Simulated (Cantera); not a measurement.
Mixture: 14.9 % CO, 20.8 % H2, 2.08 % CH4, 13.0 % O2, 41.5 % N2, 7.74 % H2O, at 2800000 Pa, adiabatic and at constant volume. Ignition delay is the time to a rise of 400 K.

Cantera simulation using GRI-Mech 3.0 (53 species, 325 reactions); the numbers are that mechanism's predictions, not measurements. The pressure lies above the range GRI-Mech 3.0 was tuned for (to about 10 atm).

**Question.** At T0 = 1325 K, what is the delay, and which 6 reactions control it most (d ln τ / d ln k, from doubling and halving each rate constant)?

**Answer.** The delay is 15.0 µs.
| reaction | d ln τ / d ln k | faster rate |
|---|---|---|
| H + O2 <=> O + OH | -0.99 | shortens it |
| CO + HO2 <=> CO2 + OH | -0.38 | shortens it |
| H + O2 + H2O <=> HO2 + H2O | 0.37 | lengthens it |
| H + O2 + M <=> HO2 + M | 0.20 | lengthens it |
| 2 OH (+M) <=> H2O2 (+M) | -0.18 | shortens it |
| H + H2O2 <=> H2 + HO2 | -0.16 | shortens it |
